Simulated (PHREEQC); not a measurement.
Consider water at 25 °C with 0.0027 mol CdSO4 and 0.00087 mol Na2SO4 per kg of water. Closed to the air; pH follows from the charge balance.

Equilibrium calculation in PHREEQC: ion-association model, wateq4f.dat.

The pH is 6.50 and the ionic strength comes out as 0.0105 mol/kgw.

```
species     molality  activity   log γ
----------  --------  --------  ------
SO4-2        0.00281   0.00186  -0.179
Cd+2         0.00198   0.00130  -0.183
Na+          0.00172   0.00155  -0.045
CdSO4       0.000696  0.000698   0.001
Cd(SO4)2-2   2.17e-5   1.43e-5  -0.183
NaSO4-       1.61e-5   1.45e-5  -0.044
CdOH+        3.75e-7   3.37e-7  -0.046
H+           3.51e-7   3.20e-7  -0.040
HSO4-        6.44e-8   5.80e-8  -0.045
OH-          3.48e-8   3.13e-8  -0.047
```

Precipitation was switched off in this run. Complexes and solids missing from the database can't appear.
